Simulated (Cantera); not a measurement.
A closed system holds: 1 mol Al₂O₃, 0.88 mol H₂O, held at 900 K and 203 Torr.

Equilibrium computed with Cantera from the NASA thermochemical tables; the gas is ideal and each condensed phase is pure. Candidate condensed phases: Al, Al₂O₃, H₂O; 19 gas species. Rates play no part.

Base state: H₂O 1.00 (mole fractions); condensed: Al₂O₃(s).

### Question
What changes in the equilibrium state with this change: temperature from 900 K to 1675 K?

### Answer
```json
[
 {"species": "H₂O", "before": "1.00", "after": "0.998"},
 {"species": "H₂", "before": "4.23e-8", "after": "0.00126"},
 {"species": "O₂", "before": "2.12e-8", "after": "0.000554"},
 {"species": "OH", "before": "1.03e-9", "after": "0.000304"},
 {"species": "Al₂O₃(s), mol", "before": "1.00", "after": "1.00"}
]
```
Gases not in the tables: Al(OH)₃.
